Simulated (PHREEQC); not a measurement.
# Sulfide liquor

Consider water at 25 °C with 3.3 mmol/kgw Na2S, 16 mmol/kgw HCl and 0.33 mmol/kgw FeCl2. Closed to the air; pH follows from the charge balance.

Model: ion-association model, wateq4f.dat, run in PHREEQC.

Precipitation was switched off in this run.

### Question
Predict the pH.

### Answer
pH 2.08.

### Question
In which forms is Fe present?

### Answer
Fe+2 99 %, FeCl+ 1.4 % of the Fe.

The polysulfide entries of wateq4f.dat were taken out for this run.
